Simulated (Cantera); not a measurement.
Adiabatic ignition

An adiabatic, constant-volume homogeneous reactor starts with CH₄ : O₂ : N₂ : H₂O = 1 : 2.82 : 10.6 : 0.61 (molar parts), equivalence ratio 0.71, at 1725 K and 500000 Pa.

Model: GRI-Mech 3.0 (53 species, 325 reactions), integrated in Cantera.

| t (s) | T (K) | P (bar) | x CH₄ | x O₂ | x H₂O | x CO₂ | x CH₂ |
|---|---|---|---|---|---|---|---|
| 8.00e-6 | 1725 | 5.00 | 0.0663 | 0.188 | 0.0407 | 2.41e-7 | 4.28e-9 |
| 1.83e-5 | 1727 | 5.01 | 0.0651 | 0.187 | 0.0414 | 5.27e-6 | 4.60e-8 |
| 4.20e-5 | 1956 | 5.76 | 0.0336 | 0.157 | 0.0720 | 0.00107 | 1.61e-5 |
| 9.61e-5 | 2935 | 8.73 | <1e-12 | 0.0548 | 0.148 | 0.0470 | <1e-12 |
| 0.000220 | 2924 | 8.69 | <1e-12 | 0.0513 | 0.149 | 0.0472 | <1e-12 |
| 0.000504 | 2916 | 8.66 | <1e-12 | 0.0490 | 0.149 | 0.0472 | <1e-12 |
| 0.00115 | 2915 | 8.66 | <1e-12 | 0.0486 | 0.149 | 0.0473 | <1e-12 |
| 0.00264 | 2915 | 8.66 | <1e-12 | 0.0486 | 0.149 | 0.0473 | <1e-12 |
| 0.00605 | 2915 | 8.66 | <1e-12 | 0.0486 | 0.149 | 0.0473 | <1e-12 |
| 0.0139 | 2915 | 8.66 | <1e-12 | 0.0486 | 0.149 | 0.0473 | <1e-12 |
| 0.0317 | 2915 | 8.66 | <1e-12 | 0.0486 | 0.149 | 0.0473 | <1e-12 |
| 0.0727 | 2915 | 8.66 | <1e-12 | 0.0486 | 0.149 | 0.0473 | <1e-12 |
| 0.167 | 2915 | 8.66 | <1e-12 | 0.0486 | 0.149 | 0.0473 | <1e-12 |
| 0.381 | 2915 | 8.66 | <1e-12 | 0.0486 | 0.149 | 0.0473 | <1e-12 |
| 0.873 | 2915 | 8.66 | <1e-12 | 0.0486 | 0.149 | 0.0473 | <1e-12 |
| 2.00 | 2915 | 8.66 | <1e-12 | 0.0486 | 0.149 | 0.0473 | <1e-12 |
x: mole fraction; the columns are a selection and need not sum to one.

- time of steepest temperature rise = 43.7 µs
- temperature at 2.00 s = 2915 K
- equilibrium temperature = 2915 K
- x(CH₄) at 2.00 s = <1e-12 (gas-phase equilibrium <1e-12)
- x(O₂) at 2.00 s = 0.0486 (gas-phase equilibrium 0.0486)
- x(H₂O) at 2.00 s = 0.149 (gas-phase equilibrium 0.149)
